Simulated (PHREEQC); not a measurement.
Alkaline etch or developer: an equilibrium model

Make-up at 10 °C: 0.02 mol/kgw TMAH. Closed to the air; pH follows from the charge balance.

The numbers come from PHREEQC with the ion-association model, wateq4f.dat.

| Property | Result |
|---|---|
| pH | 12.78 |
| ionic strength | 0.0200 mol/kgw |
| total alkalinity | 20.0 meq/kg |

```tsv
species	molality	activity	log γ
OH-	0.0200	0.0174	-0.061
(CH3)4N+	0.0200	0.0174	-0.059
```

Precipitation was switched off in this run. (CH3)4N+ isn't in the database: it is added as a free cation with an ion size of 4 Å. At this temperature some constants are extrapolated from 25 °C, and those without enthalpy data are left unchanged.
